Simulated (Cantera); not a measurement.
Cantera run:

```python
import numpy as np
import cantera as ct

gas_names = """
    H HI HO2 H2 H2O H2O2 I I2 Mg MgH MgI MgI2 MgO MgOH MgO2H2 Mg2 O OH O2 O3
""".split()
cond_names = """
    H2O(s) H2O(L) I2(cr) I2(L) Mg(cr) Mg(L) MgI2(s) MgI2(L) MgO(s) MgO(L) MgO2H2(s)
""".split()


# ... load() reads the species with a 1 bar reference pressure and builds the phases ...
atoms = {
    'MgO': {'Mg': 1, 'O': 1},
    'HI': {'H': 1, 'I': 1},
}
top_T = {}  # K; cautious upper limits of use, not melting points


# ... equilibrate(T, P, feed) seeds the gas with the atoms and calls Mixture.equilibrate('TP', solver="vcs", rtol=1e-11, max_steps=5000) ...
results = []
feed = {'MgO': 1, 'HI': 0.076}  # mol
T = 1148  # K
P = 55000  # Pa
mix = equilibrate(T, P, feed)
results.append((T, P, feed, dict(zip(mix.species_names, mix.species_moles))))
print(gas.report(threshold=0.0001))
for i in range(1, mix.n_phases):
    print(f"{mix.phase(i).name:16s} {mix.phase_moles(i):12.5e} mol")
```

It prints:

```
       temperature   1148 K
          pressure   55000 Pa
           density   0.70941 kg/m^3
  mean mol. weight   123.11 kg/kmol
   phase of matter   gas

                          1 kg             1 kmol
                     ---------------   ---------------
          enthalpy        4.4074e+05        5.4262e+07  J
   internal energy        3.6321e+05        4.4717e+07  J
           entropy              2080        2.5608e+05  J/K
    Gibbs function       -1.9471e+06       -2.3971e+08  J
 heat capacity c_p            270.49             33301  J/K
 heat capacity c_v            202.96             24987  J/K

                      mass frac. Y      mole frac. X     chem. pot. / RT
                     ---------------   ---------------   ---------------
                HI           0.65504           0.63047           -25.342
                H2         0.0024956            0.1524           -20.339
               H2O         0.0017204          0.011758            -55.69
                 I          0.084967          0.082429           -15.172
                I2           0.22922           0.11119           -30.345
              MgI2           0.02656          0.011758           -64.478
     [  +14 minor]        1.5774e-08         5.032e-08

I2(L)             0.00000e+00 mol
Mg(L)             0.00000e+00 mol
MgI2(L)           0.00000e+00 mol
MgO(s)            9.99068e-01 mol
```

Equilibrium computed with Cantera from the NASA thermochemical tables; the gas is ideal and each condensed phase is pure.
